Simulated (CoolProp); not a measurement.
Vapour-liquid equilibrium of CH2F2 (R32) (1) + R142b (2) at 266.2 K; x and y are mole fractions of (1).

Model: multi-fluid Helmholtz-energy mixture model, Tillner-Roth 1997 and Lemmon 2006; pair parameters Bell 2016, in CoolProp.

Problem. Give the bubble pressure and the first vapour's composition at x = 0.275, 0.5, 0.8. Is there an azeotrope?

Solution. x = 0.275: 0.2899 MPa, y = 0.701; x = 0.5: 0.4174 MPa, y = 0.841; x = 0.8: 0.5553 MPa, y = 0.938. No azeotrope shows between x = 0.05 and 0.95.

The pair parameters rest on a limited set of measurements; away from them the model extrapolates.
